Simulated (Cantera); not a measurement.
# Iron carbonyl, mercury and lead vapours: Pb + H₂

Feed: 1 mol Pb, 0.1 mol H₂, equilibrated at 15.0 Pa.

Cantera equilibrium calculation (NASA polynomials, part measured and part estimated; ideal gas, pure solids and liquids). Candidate condensed phases: Pb; 4 gas species. The numbers say what is thermodynamically allowed, not how fast it happens.

```
T (K)  log p H₂  log p Pb  log p H  log p Pb₂  n Pb(s)  n Pb(l)
-----  --------  --------  -------  ---------  -------  -------
550       -3.82    -12.82     <-15       <-15     1.00        0
650       -3.82    -10.03     <-15       <-15        0     1.00
750       -3.82     -8.02   -14.41     -15.72        0    1.000
850       -3.82     -6.50   -12.60     -13.15        0    1.000
950       -3.84     -5.30   -11.17     -11.14        0    0.997
1050      -3.99     -4.33   -10.08      -9.53        0    0.955
1150      -4.87     -3.87    -9.56      -8.85        0        0
1250      -4.87     -3.87    -8.75      -9.07        0        0
1350      -4.87     -3.87    -8.06      -9.26        0        0
1450      -4.87     -3.87    -7.46      -9.42        0        0
```
log p: log10 of the partial pressure in bar; n: condensed amount in mol.

At 550 K the condensed part is Pb(s). From 650 K to 1050 K the condensed part is Pb(l). From 1150 K to 1450 K nothing is condensed.
